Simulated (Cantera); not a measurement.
**Premixed flame**

A freely propagating, adiabatic, planar premixed flame of CH4 : O2 : N2 : H2O = 1 : 1.43 : 5.37 : 0.066 (molar parts), equivalence ratio 1.4, unburnt at 675 K and 1.00 atm; mixture-averaged transport, grid criteria slope 0.08 and curve 0.16, no radiation.

Detailed kinetics in Cantera: GRI-Mech 3.0 (53 species, 325 reactions). Burning velocities carry a grid error of a few per cent, more on coarse grids.

```
z (mm)  T (K)  u (m/s)     x CH4      x O2    x H2O      x NO    x C2H2    x CH2
------  -----  -------  --------  --------  -------  --------  --------  -------
-1.30     676    0.982     0.127     0.181  0.00847     <1e-8   5.56e-8    <1e-8
-0.869    680    0.995     0.125     0.180  0.00927   2.60e-8   8.39e-7    <1e-8
-0.652    697     1.03     0.123     0.178   0.0117   1.22e-7   4.67e-6    <1e-8
-0.435    792     1.18     0.114     0.169   0.0241   8.92e-7   4.16e-5    <1e-8
-0.217   1197     1.83    0.0787     0.130   0.0717   6.14e-6  0.000346  2.18e-7
-0.109   1567     2.43    0.0443    0.0871    0.115   1.32e-5  0.000889  9.16e-6
0        1906     2.99    0.0135    0.0406    0.156   2.55e-5   0.00167  7.78e-5
0.109    2081     3.28   0.00221    0.0137    0.176   4.54e-5   0.00115  8.42e-5
0.217    2137     3.36  0.000313   0.00426    0.182   6.79e-5  0.000393  2.73e-5
0.435    2162     3.39   1.01e-5  0.000710    0.182   9.87e-5   3.40e-5  1.47e-6
0.869    2175     3.41   7.43e-8  0.000303    0.181  0.000122   5.01e-7  1.34e-8
1.74     2191     3.43     <1e-8  0.000201    0.182  0.000132     <1e-8    <1e-8
3.48     2207     3.45     <1e-8  0.000112    0.183  0.000135     <1e-8    <1e-8
```
x: mole fraction of selected species; z is measured from the peak of heat release.

The laminar burning velocity is 97.9 cm/s and the thermal thickness comes out as 0.435 mm. The peak x(C2H2) is 0.00169, the peak x(CH2) comes out as 0.000101 and the grid points is 136.
